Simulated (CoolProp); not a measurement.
The numbers come from the reference Helmholtz-energy equation of state, Lemmon 2004 in CoolProp. It is a short technical equation, of lower accuracy than the large ones.

Problem. For n-dodecane, give the phase and the speed of sound (m/s), isothermal compressibility (1/MPa) at 568.8 K and 1230 kPa; 579 K and 1230 kPa; 604.6 K and 1230 kPa.

Solution. 
- 568.8 K and 1230 kPa: liquid; speed of sound 410, isothermal compressibility 0.0136
- 579 K and 1230 kPa: liquid; speed of sound 377, isothermal compressibility 0.0166
- 604.6 K and 1230 kPa: liquid; speed of sound 290, isothermal compressibility 0.0313
